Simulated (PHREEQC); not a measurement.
HF is added in steps, without added water, to 1 kg of water holding 11 mmol/kgw HCl, 0.61 mmol/kgw Ca(NO3)2 and 3.3 mmol/kgw Cd(NO3)2, at 20 °C. Oxygen is held at 0.21 atm. The system is closed to CO2. Solids allowed: Fluorite, Cd(OH)2. Others were left out.

Base run: PHREEQC, ion-association model, phreeqc.dat. Each further column changes one thing. The table gives F- (mol/kgw).

| HF added (mol) | base | diluted 2-fold with water | Ca(NO3)2 from 0.00061 to 0.00122 mol/kgw | Ca(NO3)2 left out | no solid may form |
|---|---|---|---|---|---|
| 0 | 0 | 0 | 0 | 0 | 0 |
| 0.0011 | 8.66e-5 | 0.000150 | 8.74e-5 | 8.58e-5 | 8.66e-5 |
| 0.001925 | 0.000151 | 0.000258 | 0.000152 | 0.000149 | 0.000151 |
| 0.003025 | 0.000235 | 0.000386 | 0.000215 | 0.000233 | 0.000235 |
| 0.004125 | 0.000304 | 0.000482 | 0.000247 | 0.000316 | 0.000318 |
| 0.00495 | 0.000342 | 0.000560 | 0.000275 | 0.000377 | 0.000380 |
| 0.00605 | 0.000398 | 0.000667 | 0.000320 | 0.000457 | 0.000461 |
| 0.006875 | 0.000444 | 0.000748 | 0.000357 | 0.000517 | 0.000521 |
| 0.007975 | 0.000507 | 0.000856 | 0.000411 | 0.000596 | 0.000601 |
| 0.009075 | 0.000573 | 0.000962 | 0.000468 | 0.000673 | 0.000679 |
| 0.0099 | 0.000623 | 0.00104 | 0.000513 | 0.000731 | 0.000737 |
| 0.011 | 0.000690 | 0.00114 | 0.000574 | 0.000807 | 0.000813 |

 In at least one series the solution becomes supersaturated in solids that the run did not let form, among them Fluorite. Solids allowed in the column 'Ca(NO3)2 left out': Cd(OH)2.
